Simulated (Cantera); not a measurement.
**Equilibrium for silicon oxide and oxynitride deposition: TEOS + H2O + H2**

Charge: 1 mol TEOS, 1.2 mol H2O, 18 mol H2, held at 1677 °C and 5.60 Pa.

Method: chemical equilibrium by Gibbs-energy minimisation in Cantera with the NASA 1993 tables (ideal gas, pure condensed phases). Candidate condensed phases: C, C6H6, C7H8, C8H18, H2O, Si, SiC, SiO2; 123 gas species. The feed counts by its element totals alone. The numbers say what is thermodynamically allowed, not how fast it happens.

The x(H2) is 0.712, the x(CO) is 0.137 and the x(H) is 0.129. The x(Si) is 0.0193 and the x(SiO) is 0.00113. The x(SiC2) is 0.000628. The x(Si2C) is 0.000426 and the x(C2H2 (acetylene)) is 0.000389. The x(SiH) is 9.31e-5 and the n(C(graphite)) is 2.58 mol. The n(SiC(s)) comes out as 0.172 mol and the gas amount comes out as 37.60 mol. The log10 activity of Si(l) (absent) is -1.34.
